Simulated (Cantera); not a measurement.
N2O furnace oxynitridation

A perfectly stirred reactor is fed with N₂O : O₂ = 1 : 2.2 (molar parts), at 0.207 atm; it is held at 1348 K, and followed from long to short residence time.

Computed with Cantera and GRI-Mech 3.0 (53 species, 325 reactions). GRI-Mech 3.0 was tuned for natural gas; its chemistry of N2O as a main component is partial and can be far from experiment. The mechanism lacks the step 2 NO + O2 → 2 NO2, which can matter for NO2 below about 1400 K. The temperature is held fixed by assumption; the heat of reaction is taken as removed at once.

| τ (s) | x N₂O | x O₂ | x NO | x O | x NO₂ |
|---|---|---|---|---|---|
| 1.7 | 0.0822 | 0.703 | 0.0311 | 1.16e-5 | 6.95e-5 |
| 0.66 | 0.146 | 0.698 | 0.0236 | 1.28e-5 | 5.14e-5 |
| 0.27 | 0.212 | 0.694 | 0.0146 | 1.34e-5 | 3.09e-5 |
| 0.11 | 0.261 | 0.691 | 0.00751 | 1.36e-5 | 1.51e-5 |
| 0.043 | 0.290 | 0.689 | 0.00328 | 1.37e-5 | 5.90e-6 |
| 0.017 | 0.303 | 0.688 | 0.00136 | 1.38e-5 | 1.93e-6 |
| 0.0070 | 0.309 | 0.688 | 0.000568 | 1.37e-5 | 5.40e-7 |
| 0.0028 | 0.311 | 0.688 | 0.000226 | 1.36e-5 | 1.16e-7 |
| 0.0011 | 0.312 | 0.688 | 8.65e-5 | 1.31e-5 | 1.99e-8 |
| 0.00045 | 0.312 | 0.688 | 3.31e-5 | 1.23e-5 | 3.14e-9 |
x: mole fraction; the columns are a selection and need not sum to one.
